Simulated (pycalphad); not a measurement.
CALPHAD calculation (pycalphad, COST 507 light-alloy database (1999)), 1 atm. The data set is of 1999 and partly superseded. Diffusion is slow at the low end, where real alloys seldom reach equilibrium.

Y-0.55Si (at.%): equilibrium cooling sequence

```csv
T (°C),phases above,phases below
1512.0,liquid,bcc + liquid
1478.8,bcc + liquid,hcp + liquid
1254.8,hcp + liquid,hcp + SI3Y5
```

Changes were sought between steps of 40 K, so a narrower field can be missed.

Database names, with the compositions (at.%) that they take in these runs: SI3Y5: Y 62 Si 37.
